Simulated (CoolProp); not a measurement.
Model: reference Helmholtz-energy equation of state, Tillner-Roth 1997, in CoolProp.

Q: Give the vapour pressure (kPa), liquid density (kg/m³), surface tension (mN/m), vapour viscosity (µPa s) of saturated CH2F2 (R32) at 178.2, 271.9 K.

A: 
```tsv
T (K)	p (kPa)	liquid density (kg/m³)	surface tension (mN/m)	vapour viscosity (µPa s)
178.2	5.92	1330	29.6	7.88
271.9	781	1060	11.2	12.3
```

Viscosity comes from a separate model (Bell 2016), an estimate that may be off by 10 % or more. Surface tension comes from a separate correlation (Mulero 2012).
